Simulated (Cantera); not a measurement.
Cantera run, input and output.

```python
import numpy as np
import cantera as ct

surf = ct.Interface("diamond.yaml", "diamond_100")
gas, bulk = surf.adjacent["gas"], surf.adjacent["diamond"]
k = surf.kinetics_species_index(bulk.species_names[0])
cover = ["c6HH", "c6H*", "c6*H", "c6**", "c6HM", "c6B"]

rows, drift = [], 0.0
print(f"{'P':>10s}{'um/h':>11s}" + "".join(f"{s:>11s}" for s in cover))
for v in [830, 1400, 2500, 4400, 7600, 13000, 23000, 40000]:
    T, P, xH, xCH3 = 1175, v, 0.00049, 1.2e-05
    gas.TPX = T, P, {"H": xH, "CH3": xCH3, "CH4": 0.0092, "H2": 1 - xH - xCH3 - 0.0092}
    surf.TP = bulk.TP = T, P
    surf.coverages = "c6H*:0.1, c6HH:0.9"
    surf.advance_coverages(100.0)
    before = surf.coverages
    surf.advance_coverages(100.0)
    drift = max(drift, np.max(np.abs(surf.coverages - before) / (surf.coverages + 1e-9)))
    rate = surf.net_production_rates[k] * bulk.mean_molecular_weight / bulk.density * 3.6e9
    rows.append([rate, *surf[cover].coverages])
    print(f"{v:10.4g}{rate:11.4e}" + "".join(f"{x:11.3e}" for x in rows[-1][1:]))
```

Output:

```
         P       um/h       c6HH       c6H*       c6*H       c6**       c6HM        c6B
       830 4.3300e-03  4.972e-01  3.361e-02  4.524e-01  1.655e-02  5.341e-05  1.175e-11
      1400 8.2987e-03  4.972e-01  3.361e-02  4.523e-01  1.655e-02  9.012e-05  2.252e-11
      2500 1.7854e-02  4.971e-01  3.361e-02  4.523e-01  1.655e-02  1.596e-04  4.845e-11
      4400 3.9986e-02  4.971e-01  3.360e-02  4.522e-01  1.654e-02  2.756e-04  1.085e-10
      7600 9.2278e-02  4.969e-01  3.360e-02  4.520e-01  1.654e-02  4.600e-04  2.504e-10
   1.3e+04 2.1862e-01  4.967e-01  3.359e-02  4.518e-01  1.653e-02  7.437e-04  5.932e-10
   2.3e+04 5.5694e-01  4.964e-01  3.357e-02  4.515e-01  1.652e-02  1.193e-03  1.511e-09
     4e+04 1.3619e+00  4.959e-01  3.355e-02  4.510e-01  1.650e-02  1.791e-03  3.695e-09
```

Detailed kinetics in Cantera: the Harris–Goodwin 1993 mechanism for the reconstructed diamond (100) surface.
